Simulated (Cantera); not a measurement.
Feed: 1 mol SiH2Cl2, 0.014 mol Cl2, 170 mol H2, equilibrated at 290 Pa.

Equilibrium computed with Cantera from the NASA thermochemical tables; the gas is ideal and each condensed phase is pure. Candidate condensed phases: Si; 19 gas species. Gases not in the tables: Si2H6 and higher silanes. Kinetics and transport are ignored.

Task: What share of the Si ends up in condensed phases as a function of T (K), at 1200, 1250, 1300, 1350, 1400, 1450, 1500, 1550, 1600, 1650, 1700, 1750?

Result: 
```json
[
 {"T (K)": "1200", "Si condensed (%)": "94.7", "as": "Si(s)"},
 {"T (K)": "1250", "Si condensed (%)": "94.5", "as": "Si(s)"},
 {"T (K)": "1300", "Si condensed (%)": "94.2", "as": "Si(s)"},
 {"T (K)": "1350", "Si condensed (%)": "93.9", "as": "Si(s)"},
 {"T (K)": "1400", "Si condensed (%)": "93.7", "as": "Si(s)"},
 {"T (K)": "1450", "Si condensed (%)": "93.4", "as": "Si(s)"},
 {"T (K)": "1500", "Si condensed (%)": "93.1", "as": "Si(s)"},
 {"T (K)": "1550", "Si condensed (%)": "92.7", "as": "Si(s)"},
 {"T (K)": "1600", "Si condensed (%)": "92.0", "as": "Si(s)"},
 {"T (K)": "1650", "Si condensed (%)": "90.5", "as": "Si(s)"},
 {"T (K)": "1700", "Si condensed (%)": "87.6", "as": "Si(l)"},
 {"T (K)": "1750", "Si condensed (%)": "82.4", "as": "Si(l)"}
]
```
